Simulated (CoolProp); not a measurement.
Values from CoolProp's reference Helmholtz-energy equation of state, Lemmon 2006. It is a short technical equation, of lower accuracy than the large ones.

For carbonyl sulfide, give the phase and the cp (kJ/(kg K)) at 412.8 K and 1.27 MPa; 432.6 K and 0.354 MPa; 301 K and 14.6 MPa.


- 412.8 K and 1.27 MPa: gas; cp 0.818
- 432.6 K and 0.354 MPa: gas; cp 0.792
- 301 K and 14.6 MPa: liquid; cp 1.26
